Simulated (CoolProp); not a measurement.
Vapour-liquid equilibrium of R141b (1) + n-pentane (2) at 305 kPa; x and y are mole fractions of (1).

Values from CoolProp's multi-fluid Helmholtz-energy mixture model, Lemmon 2006 and Thol 2019; pair parameters Bell 2016.

| x | bubble temperature (K) | y at the bubble point | dew temperature at overall composition x (K) | liquid density (mol/L) |
|---|---|---|---|---|
| 0.05 | 344.7 | 0.076 | 345.1 | 7.987 |
| 0.15 | (withheld) | (withheld) | 343.6 | (withheld) |
| 0.25 | (withheld) | (withheld) | 342.2 | 8.321 |
| 0.35 | (withheld) | 0.398 | 341.1 | (withheld) |
| 0.45 | 340.1 | 0.484 | 340.3 | 8.675 |
| 0.55 | 339.7 | 0.567 | 339.8 | 8.863 |
| 0.65 | 339.6 | 0.652 | 339.6 | (withheld) |
| 0.75 | 339.7 | 0.741 | 339.7 | 9.262 |
| 0.85 | 340.0 | 0.837 | 340.0 | 9.474 |
| 0.95 | 340.5 | 0.943 | 340.5 | 9.694 |

Problem. Some entries are withheld; supply them.

Solution. 
- 0.15, bubble temperature (K): 342.8
- 0.15, y at the bubble point: 0.202
- 0.15, liquid density (mol/L): 8.153
- 0.25, bubble temperature (K): 341.6
- 0.25, y at the bubble point: 0.306
- 0.35, bubble temperature (K): 340.7
- 0.35, liquid density (mol/L): 8.495
- 0.65, liquid density (mol/L): 9.059

y crosses x between x = 0.65 and 0.75: the model has an azeotrope there.

The pair parameters rest on a limited set of measurements; away from them the model extrapolates.
